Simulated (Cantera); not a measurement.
An adiabatic, constant-volume homogeneous reactor starts with CO : H₂ : CH₄ : O₂ : N₂ = 1 : 0.68 : 0.79 : 3.27 : 12.3 (molar parts), equivalence ratio 0.74, at 1725 K and 40000 Pa.

Model: GRI-Mech 3.0 (53 species, 325 reactions), integrated in Cantera.

### Question
Predict: time of steepest temperature rise; temperature at 0.300 s; equilibrium temperature; x(CO) at 0.300 s; x(H₂) at 0.300 s; x(O₂) at 0.300 s.

### Answer
- time of steepest temperature rise: 0.102 ms
- temperature at 0.300 s: 2785 K
- equilibrium temperature: 2785 K
- x(CO) at 0.300 s: 0.0430 (gas-phase equilibrium 0.0430)
- x(H₂) at 0.300 s: 0.0107 (gas-phase equilibrium 0.0107)
- x(O₂) at 0.300 s: 0.0541 (gas-phase equilibrium 0.0541)
